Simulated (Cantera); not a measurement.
An isothermal, constant-pressure homogeneous reactor starts with H₂ : O₂ : N₂ = 0.32 : 1 : 11 (molar parts), equivalence ratio 0.16, at 775 K and 0.230 bar. Integrator tolerance rtol = 1e-08.

Model: GRI-Mech 3.0 (53 species, 325 reactions), integrated in Cantera. Below about 950 K walls govern HO2 and H2O2 in real vessels.

Problem. What does this change do: temperature 775 to 825 K?

Solution. 
| quantity | before | after |
|---|---|---|
| x(H₂) at 10.0 s | 0.0260 (gas-phase equilibrium <1e-12) | 0.0141 (gas-phase equilibrium <1e-12) |
| x(O₂) at 10.0 s | 0.0812 (gas-phase equilibrium 0.0691) | 0.0756 (gas-phase equilibrium 0.0691) |
| x(H₂O₂) at 10.0 s | 3.33e-9 (gas-phase equilibrium <1e-12) | 0.000145 (gas-phase equilibrium <1e-12) |
| x(N₂O) at 10.0 s | <1e-12 (gas-phase equilibrium 4.59e-11) | 7.69e-10 (gas-phase equilibrium 9.94e-11) |
| x(H) at 10.0 s | <1e-12 (gas-phase equilibrium <1e-12) | 4.85e-8 (gas-phase equilibrium <1e-12) |
| x(HO₂) at 10.0 s | 6.47e-9 (gas-phase equilibrium 1.39e-12) | 6.88e-6 (gas-phase equilibrium 4.84e-12) |

Problem. What does this change do: temperature 775 to 848 K?

Solution. 
```json
[
 {"quantity": "x(H₂) at 10.0 s", "before": "0.0260 (gas-phase equilibrium <1e-12)", "after": "0.00134 (gas-phase equilibrium <1e-12)"},
 {"quantity": "x(O₂) at 10.0 s", "before": "0.0812 (gas-phase equilibrium 0.0691)", "after": "0.0697 (gas-phase equilibrium 0.0691)"},
 {"quantity": "x(H₂O₂) at 10.0 s", "before": "3.33e-9 (gas-phase equilibrium <1e-12)", "after": "3.71e-5 (gas-phase equilibrium <1e-12)"},
 {"quantity": "x(N₂O) at 10.0 s", "before": "<1e-12 (gas-phase equilibrium 4.59e-11)", "after": "4.00e-9 (gas-phase equilibrium 1.38e-10)"},
 {"quantity": "x(H) at 10.0 s", "before": "<1e-12 (gas-phase equilibrium <1e-12)", "after": "1.81e-8 (gas-phase equilibrium <1e-12)"},
 {"quantity": "x(HO₂) at 10.0 s", "before": "6.47e-9 (gas-phase equilibrium 1.39e-12)", "after": "3.90e-6 (gas-phase equilibrium 8.18e-12)"}
]
```
